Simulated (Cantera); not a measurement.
Charge: 1 mol SiHCl3, 0.084 mol HCl, 22 mol H2, equilibrated at 13.3 mbar.

These are equilibrium values from Cantera (NASA tables, ideal gas, pure condensed phases), not measurements of a reactor. Candidate condensed phases: Si; 19 gas species. Equilibrium is a limit: real reactors are often held back by kinetics, nucleation or transport.

Over these rows the condensed part is Si(s). Partial pressures as log10 of bar:

```json
[
 {"T (K)": "1275", "1000/T (1/K)": "0.7843", "log p SiCl4": "-4.60", "log p H2": "-1.92", "log p HCl": "-2.99", "log p SiCl2": "-3.64"},
 {"T (K)": "1325", "1000/T (1/K)": "0.7547", "log p SiCl4": "-4.97", "log p H2": "-1.92", "log p HCl": "-2.97", "log p SiCl2": "-3.59"},
 {"T (K)": "1375", "1000/T (1/K)": "0.7273", "log p SiCl4": "?", "log p H2": "-1.92", "log p HCl": "-2.97", "log p SiCl2": "-3.56"},
 {"T (K)": "1425", "1000/T (1/K)": "0.7018", "log p SiCl4": "-5.72", "log p H2": "-1.92", "log p HCl": "-2.97", "log p SiCl2": "-3.53"},
 {"T (K)": "1475", "1000/T (1/K)": "0.6780", "log p SiCl4": "-6.07", "log p H2": "-1.92", "log p HCl": "-2.97", "log p SiCl2": "-3.52"},
 {"T (K)": "1525", "1000/T (1/K)": "0.6557", "log p SiCl4": "-6.40", "log p H2": "-1.92", "log p HCl": "-2.97", "log p SiCl2": "-3.51"}
]
```

### Question
Fit log p(SiCl4) = a + b·(1000/T) to the five rows, give the apparent enthalpy, and predict the row at 1375 K.

### Answer
Means: 1000/T = 0.7149, log p = -5.552. Sxy = 0.160749, Sxx = 0.0114383, so b = 14.05 and a = -5.552 − (14.05)×0.7149 = -15.60.
Apparent enthalpy: −19.145 × (14.05) = -269 kJ/mol. With the condensed phases at unit activity, 2 SiCl2(g) = SiCl4(g) + Si(s) links this pressure to the main gases: over the six rows their terms move log p by +0.26 in all, so the slope isn't that reaction's ΔH° alone. The five rows lie within 0.03 of the line.
Prediction at 1375 K: -15.60 + (14.05)×0.7273 = -5.38. The computed value is -5.35, 0.03 from the line.
